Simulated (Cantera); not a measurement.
Cantera run:

```python
import numpy as np
import cantera as ct

gas_names = """
    N NO NO2 NO3 N2 N2O Nb NbO NbO2 O O2 O3
""".split()
cond_names = """
    Nb(cr) Nb(L) NbO(s) NbO(L) NbO2(I) NbO2(II) NbO2(III) NbO2(L) Nb2O5(s) Nb2O5(L)
""".split()


# ... load() reads the species with a 1 bar reference pressure and builds the phases ...
atoms = {
    'Nb': {'Nb': 1},
    'N2O': {'N': 2, 'O': 1},
    'N2': {'N': 2},
}
top_T = {}  # K; cautious upper limits of use, not melting points


# ... equilibrate(T, P, feed) seeds the gas with the atoms and calls Mixture.equilibrate('TP', solver="vcs", rtol=1e-11, max_steps=5000) ...
results = []
feed = {'Nb': 1, 'N2O': 5.2, 'N2': 3.4}  # mol
T = 2873  # K
P = 170000  # Pa
mix = equilibrate(T, P, feed)
results.append((T, P, feed, dict(zip(mix.species_names, mix.species_moles))))
x = sorted(zip(gas.X, gas.species_names), reverse=True)
print(f"T = {T:g} K  P = {P:g} Pa  gas = {mix.phase_moles(0):.4g} mol")
print("   x: " + "  ".join(f"{s} {v:.3e}" for v, s in x if v > 1e-05))
print("   condensed (mol): " + ("  ".join(f"{mix.phase(i).name} {mix.phase_moles(i):.4g}"
      for i in range(1, mix.n_phases) if mix.phase_moles(i) > 1e-12) or "none"))
```

Output:

```
T = 2873 K  P = 170000 Pa  gas = 10.08 mol
   x: N2 8.381e-01  O2 1.103e-01  NO 3.037e-02  O 1.830e-02  NbO2 2.864e-03  NO2 1.833e-05
   condensed (mol): Nb2O5(L) 0.4856
```

Cantera equilibrium calculation (NASA polynomials, part measured and part estimated; ideal gas, pure solids and liquids). Condensed phases not in the tables: the oxides between NbO2 and Nb2O5.
